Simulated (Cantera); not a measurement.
Input: 1 mol CH₄, 0.049 mol CO₂, held at 7.50 Torr.

Cantera equilibrium calculation (NASA polynomials, part measured and part estimated; ideal gas, pure solids and liquids). Candidate condensed phases: C, C₆H₆, C₇H₈, C₈H₁₈, H₂O; 131 gas species. Ions and electrons are included (thermal ionisation). Equilibrium is a limit: real reactors are often held back by kinetics, nucleation or transport.

Task: At 3727 °C, list the 5 most abundant gas species with their mole fractions, and the condensed phases.

Result: H 0.798, C 0.170, CO 0.0197, C₂ 0.00772, H₂ 0.00251. Condensed: gas only.
